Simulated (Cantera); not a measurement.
Cantera with NASA thermochemical tables; ideal gases at 1 bar, condensed phases pure. Values are per mole of reaction as written; species without (g) are pure solids or liquids, kept so even where they would boil at 1 bar.

Q: Between 798 and 998 K, where is each reaction favourable under standard conditions?
- C6H6(g) + 6 H2(g) + 3 CuF2 = 3 Cu + 6 CH3F(g)

A: 
- C6H6(g) + 6 H2(g) + 3 CuF2 = 3 Cu + 6 CH3F(g): ΔG° is 33 kJ at 798 K and 36 kJ at 998 K; it stays positive (K < 1). ΔH° is 6 kJ and ΔS° -30 J/K at 998 K.
